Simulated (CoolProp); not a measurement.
A Linde-Hampson liquefier for dry air: isothermal reversible compression at 250 K from 1 atm to 20 MPa, throttling to 1 atm, return gas leaving the recuperator 2 K below the feed. Each further row changes one setting.

Computed with CoolProp (reference Helmholtz-energy equation of state, Lemmon 2000). It is a pseudo-pure fit of the blend.

```
case                        liquid yield per pass  compression work (kJ/kg of gas)
--------------------------  ---------------------  -------------------------------
as stated                                       ?                              371
high pressure 40 MPa                        0.168                                ?
warm-end temperature 280 K                  0.095                              421
warm-end gap 7 K                                ?                              371
```

**Question.** What belongs in the gaps?

**Answer.** 
- as stated, liquid yield per pass: 0.133
- high pressure 40 MPa, compression work (kJ/kg of gas): 424
- warm-end gap 7 K, liquid yield per pass: 0.121
